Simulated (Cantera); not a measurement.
A freely propagating, adiabatic, planar premixed flame of CH4 : O2 : N2 = 1 : 1.54 : 5.78 (molar parts), unburnt at 325 K and 101000 Pa; mixture-averaged transport, grid criteria slope 0.08 and curve 0.16, no radiation.

Model: GRI-Mech 3.0 (53 species, 325 reactions), integrated in Cantera. Burning velocities carry a grid error of a few per cent, more on coarse grids.

Question: How do the results move with these cheaper or finer settings: unity-Lewis-number transport; multicomponent transport; multicomponent+Soret transport; grid criteria slope 0.5, curve 1; grid criteria slope 0.25, curve 0.5; grid criteria slope 0.03, curve 0.06?

Answer: 
| setting | laminar burning velocity | thermal thickness | peak x(HCN) | peak x(C2H) | grid points |
|---|---|---|---|---|---|
| as above | 28.1 cm/s | 0.583 mm | 3.03e-5 | 9.18e-7 | 149 |
| unity-Lewis-number transport | 17.9 cm/s | 0.809 mm | 3.55e-5 | 7.66e-7 | 142 |
| multicomponent transport | 28.1 cm/s | 0.594 mm | 3.04e-5 | 9.25e-7 | 149 |
| multicomponent+Soret transport | 28.8 cm/s | 0.573 mm | 2.86e-5 | 8.95e-7 | 152 |
| grid criteria slope 0.5, curve 1 | 30.9 cm/s | 0.634 mm | 2.95e-5 | 8.56e-7 | 34 |
| grid criteria slope 0.25, curve 0.5 | 28.9 cm/s | 0.594 mm | 2.99e-5 | 9.18e-7 | 63 |
| grid criteria slope 0.03, curve 0.06 | 27.8 cm/s | 0.579 mm | 3.02e-5 | 9.18e-7 | 368 |
The base run took around 7 core-seconds (rough).
Unity Lewis numbers drop preferential diffusion, which matters most where H2 and H carry the flame; Soret adds thermal diffusion.
